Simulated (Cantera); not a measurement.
A closed system holds: 1 mol SiH2Cl2, 30 mol NO, 5.2 mol H2, 0.12 mol O3, held at 1625 K and 0.00280 bar.

Equilibrium computed with Cantera from the NASA thermochemical tables; the gas is ideal and each condensed phase is pure. Candidate condensed phases: H2O, NH4Cl, Si, SiO2, Si2N2O, Si3N4; 47 gas species. The tables hold silica as quartz up to 1696 K and as liquid above; real silica turns to tridymite and cristobalite and melts near 1996 K. Rates play no part.

Base state: N2 0.442, O2 0.339, H2O 0.157, HCl 0.0511, Cl 0.00798, NO 0.00205, OH 0.00131, O 0.000214 (mole fractions); condensed: SiO2(β-quartz).

Task: What changes in the equilibrium state with this change: temperature from 1625 K to 1425 K?

Result: 
| species | before | after |
|---|---|---|
| N2 | 0.442 | 0.443 |
| O2 | 0.339 | 0.341 |
| H2O | 0.157 | 0.155 |
| HCl | 0.0511 | 0.0559 |
| Cl | 0.00798 | 0.00324 |
| O | 0.000214 | 1.53e-5 |
| H2 | 4.52e-5 | 3.31e-6 |
| OH | 0.00131 | 0.000241 |
| SiO2(β-quartz), mol | 1.000 | 1.00 |

Task: What changes in the equilibrium state with this change: NO from 30 to 5.5 mol?

Result: 
| species | before | after |
|---|---|---|
| H2O | 0.157 | 0.388 |
| N2 | 0.442 | 0.276 |
| HCl | 0.0511 | 0.200 |
| O2 | 0.339 | 2.32e-7 |
| H2 | 4.52e-5 | 0.135 |
| NO | 0.00205 | 1.34e-6 |
| O | 0.000214 | 1.77e-7 |
| Cl2 | 1.10e-5 | 5.69e-8 |
| H | 8.96e-6 | 0.000489 |
| SiO2(β-quartz), mol | 1.000 | 1.000 |
